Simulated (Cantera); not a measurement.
An isothermal, constant-pressure homogeneous reactor starts with 38.5 % CH₄, 61.5 % CO₂, at 1350 K and 1130 Torr.

Computed with Cantera and GRI-Mech 3.0 (53 species, 325 reactions).

One state of this run: x CH₄ = 0.275; x CO₂ = 0.520; x H₂ = 0.0653; x C₂H₄ = 0.00642; x CH₂ = 6.50e-11; x H₂O = 0.0491; x C₂H = 7.73e-11. x: mole fraction; the columns are a selection and need not sum to one.

Question: Which value of t (s) does it belong to?
A. 0.00482
B. 4.99
C. 1.24
D. 20.0

Answer: B, 4.99
